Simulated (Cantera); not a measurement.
What does this Cantera script print?

```python
import numpy as np
import cantera as ct

gas = ct.Solution("gri30.yaml")
gas.TPX = 1350, 320, {'H2': 0.091, 'O2': 1, 'N2': 1.6, 'H2O': 0.15}
reactor = ct.IdealGasConstPressureReactor(gas, energy="off", clone=False)
net = ct.ReactorNet([reactor])
net.rtol, net.atol = 1e-08, 1e-18
show = ['H2', 'O2', 'NO', 'O', 'H2O2', 'N2O']
times = np.geomspace(1e-06, 20, 13)

steps = ct.SolutionArray(gas, extra=["t"])
rows = []
print(f"{'t/s':>10s}{'T/K':>9s}{'P/Pa':>11s}" + "".join(f"{s:>11s}" for s in show))
for t in times:
    while net.time < t:
        t_next = net.step()
        steps.append(gas.state, t=t_next)
    rows.append([np.interp(t, steps.t, y) for y in (steps.T, steps.P, *steps(*show).X.T)])
    print(f"{t:10.3e}{rows[-1][0]:9.1f}{rows[-1][1]:11.4g}" + "".join(f"{x:11.3e}" for x in rows[-1][2:]))
rate = np.gradient(steps.T, steps.t)
print("integrator steps:", len(steps.t))
if steps.T.max() > steps.T[0] + 200:
    print(f"time of steepest temperature rise: {steps.t[rate.argmax()]:.4e} s")
gas.TPX = 1350, 320, {'H2': 0.091, 'O2': 1, 'N2': 1.6, 'H2O': 0.15}
gas.equilibrate("TP")
print(f"equilibrium (TP): T = {gas.T:.1f} K  " + "  ".join(f"{s} {gas[s].X[0]:.3e}" for s in show))
```

Output:

```
       t/s      T/K       P/Pa         H2         O2         NO          O       H2O2        N2O
 1.000e-06   1350.0        320  3.203e-02  3.520e-01  2.179e-26  5.741e-14  4.067e-17  5.840e-18
 4.059e-06   1350.0        320  3.203e-02  3.520e-01  1.391e-24  9.449e-13  6.726e-16  2.374e-17
 1.648e-05   1350.0        320  3.203e-02  3.520e-01  9.089e-23  1.509e-11  1.094e-14  9.692e-17
 6.687e-05   1350.0        320  3.203e-02  3.520e-01  6.360e-21  2.306e-10  1.794e-13  4.027e-16
 2.714e-04   1350.0        320  3.203e-02  3.520e-01  4.455e-19  3.019e-09  2.919e-12  1.789e-15
 1.102e-03   1350.0        320  3.203e-02  3.520e-01  2.733e-17  3.909e-08  4.588e-11  9.861e-15
 4.472e-03   1350.0        320  3.202e-02  3.520e-01  8.218e-15  5.906e-06  6.340e-10  1.087e-13
 1.815e-02   1350.0        320  1.926e-03  3.292e-01  7.812e-09  1.672e-02  1.916e-08  6.369e-10
 7.368e-02   1350.0        320  1.830e-03  3.297e-01  6.714e-08  1.608e-02  1.897e-08  1.376e-09
 2.991e-01   1350.0        320  1.574e-03  3.313e-01  2.574e-07  1.366e-02  1.853e-08  1.485e-09
 1.214e+00   1350.0        320  8.912e-04  3.356e-01  5.925e-07  7.521e-03  1.610e-08  1.897e-09
 4.927e+00   1350.0        320  1.826e-04  3.400e-01  7.500e-07  1.506e-03  8.508e-09  3.264e-09
 2.000e+01   1350.0        320  1.757e-05  3.412e-01  7.795e-07  1.439e-04  2.308e-09  4.998e-09
integrator steps: 1164
equilibrium (TP): T = 1350.0 K  H2 5.358e-07  O2 3.411e-01  NO 5.912e-04  O 4.385e-06  H2O2 2.258e-10  N2O 1.846e-09
```

Model: GRI-Mech 3.0 (53 species, 325 reactions), integrated in Cantera. Radical loss at walls, strong at low pressure, is not modelled.
